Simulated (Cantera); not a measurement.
Feed: 1 mol B, 0.012 mol HCl, 1.3 mol O2, equilibrated at 652 °C and 3500 Pa.

Method: chemical equilibrium by Gibbs-energy minimisation in Cantera with the NASA 1993 tables (ideal gas, pure condensed phases). Candidate condensed phases: B, B2O3, B3O3H3, H2O; 33 gas species. Gases not in the tables: H3BO3. Rates play no part.

Base state: O2 0.979, HCl 0.0128, H2O 0.00429, Cl2 0.00427, Cl 4.04e-5 (mole fractions); condensed: B2O3(l).

**Question.** What changes in the equilibrium state with this change: 0.11 mol NH3 added?

**Answer.** 
```
species        before     after
------------  -------  --------
O2              0.979     0.669
H2O           0.00429     0.235
N2                  0    0.0787
HCl            0.0128    0.0169
(HBO2)3       2.19e-6  0.000888
Cl2           0.00427  0.000112
HBO2          1.67e-6   1.23e-5
Cl            4.04e-5   6.56e-6
B2O3(l), mol    0.500     0.499
```
Further candidate phases: BN, NH4Cl.

**Question.** What changes in the equilibrium state with this change: temperature from 652 °C to 1277 °C?

**Answer.** 
```
species        before     after
------------  -------  --------
O2              0.979     0.968
HCl            0.0128    0.0111
Cl            4.04e-5   0.00912
HBO2          1.67e-6   0.00733
B2O3            <1e-9   0.00166
BO2             <1e-9  0.000312
BOCl            <1e-9   5.62e-5
O               <1e-9   4.12e-5
B2O3(l), mol    0.500     0.497
```
The tables' values for BOCl are old estimates; treat these amounts as uncertain.
